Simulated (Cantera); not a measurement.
An adiabatic, constant-volume homogeneous reactor starts with 3.81 % CO, 6.10 % H2, 1.10 % CH4, 5.94 % O2, 71.2 % N2, 11.8 % H2O, equivalence ratio 1.2, at 1475 K and 0.620 bar.

Detailed kinetics in Cantera: GRI-Mech 3.0 (53 species, 325 reactions).

Predict: time of steepest temperature rise; temperature at 0.200 s; equilibrium temperature; x(CO) at 0.200 s; x(H2) at 0.200 s; x(HO2) at 0.200 s.


| Quantity | Value |
|---|---|
| time of steepest temperature rise | 0.115 ms |
| temperature at 0.200 s | 2329 K |
| equilibrium temperature | 2329 K |
| x(CO) at 0.200 s | 0.0153 (gas-phase equilibrium 0.0153) |
| x(H2) at 0.200 s | 0.0144 (gas-phase equilibrium 0.0144) |
| x(HO2) at 0.200 s | 2.39e-7 (gas-phase equilibrium 2.39e-7) |
